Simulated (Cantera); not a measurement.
An adiabatic, constant-pressure homogeneous reactor starts with 7.41 % CH4, 18.7 % O2, 70.5 % N2, 3.33 % CO2, equivalence ratio 0.79, at 1800 K and 1.20 bar.

Computed with Cantera and GRI-Mech 3.0 (53 species, 325 reactions).

One state of this run: T (K) = 1800; x CH4 = 0.0723; x O2 = 0.187; x CO2 = 0.0333; x C2H2 = 4.74e-7; x HO2 = 4.48e-5; x H2 = 0.000335. x: mole fraction; the columns are a selection and need not sum to one.

Which value of t (s) does it belong to?
A) 1.75
B) 8.00
C) 0.00400
D) 4.18e-5

D, 4.18e-5
